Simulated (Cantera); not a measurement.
Cantera run:

```python
import numpy as np
import cantera as ct

gas_names = """
    CL CLO CL2 Fe FeCL FeCL2 FeCL3 FeO Fe2CL4 Fe2CL6 N NO NO2 NO3 N2 N2O O O2 O3
""".split()
cond_names = """
    Fe(a) Fe(c) Fe(d) Fe(L) FeCL2(s) FeCL2(L) FeCL3(s) FeCL3(L) FeO(s) FeO(L) Fe2O3(s) Fe3O4(s)
""".split()


# ... load() reads the species with a 1 bar reference pressure and builds the phases ...
atoms = {
    'Fe2O3': {'Fe': 2, 'O': 3},
    'Cl2': {'CL': 2},
    'N2': {'N': 2},
}
top_T = {'Fe2O3(s)': 1830, 'Fe3O4(s)': 1870}  # K; cautious upper limits of use, not melting points


# ... equilibrate(T, P, feed) seeds the gas with the atoms and calls Mixture.equilibrate('TP', solver="vcs", rtol=1e-11, max_steps=5000) ...
results = []
T = 900  # K
P = 100000  # Pa
for m in [0.61, 3.5, 6.4, 9.3, 12, 15, 18]:
    feed = {'Fe2O3': 1, 'Cl2': m, 'N2': 3.8}  # mol
    mix = equilibrate(T, P, feed)
    results.append((T, P, feed, dict(zip(mix.species_names, mix.species_moles))))

top = {s: max(r[3][s] / sum(r[3][g] for g in gas_names) for r in results) for s in gas_names}
cols = sorted((s for s in top if top[s] > 0.001), key=lambda s: -top[s])[:6]
seen = [c for c in cond_names if any(r[3].get(c, 0) > 1e-12 for r in results)]
print("log10 of partial pressures in bar; condensed amounts in mol")
print(f"{'n(Cl2)':>10s}" + "".join(f"{s[:9]:>10s}" for s in cols + seen))
for T, P, feed, n in results:
    ng = sum(n[g] for g in gas_names)
    print(f"{feed['Cl2']:10.4g}" + "".join(f"{np.log10(max(n[s] / ng * P / 1e5, 1e-99)):10.3f}" for s in cols)
          + "".join(f"{n.get(c, 0):10.4g}" for c in seen))
```

It prints:

```
log10 of partial pressures in bar; condensed amounts in mol
    n(Cl2)        N2       CL2     FeCL3        O2    Fe2CL6  Fe2O3(s)
      0.61    -0.065    -0.872    -2.592    -2.689    -4.096     0.994
       3.5    -0.284    -0.332    -2.146    -2.201    -3.205    0.9693
       6.4    -0.430    -0.215    -2.053    -2.092    -3.018    0.9449
       9.3    -0.538    -0.161    -2.010    -2.042    -2.933    0.9205
        12    -0.620    -0.132    -1.987    -2.014    -2.886    0.8978
        15    -0.695    -0.110    -1.970    -1.994    -2.852    0.8725
        18    -0.760    -0.095    -1.958    -1.979    -2.829    0.8473
```

Cantera equilibrium calculation (NASA polynomials, part measured and part estimated; ideal gas, pure solids and liquids).
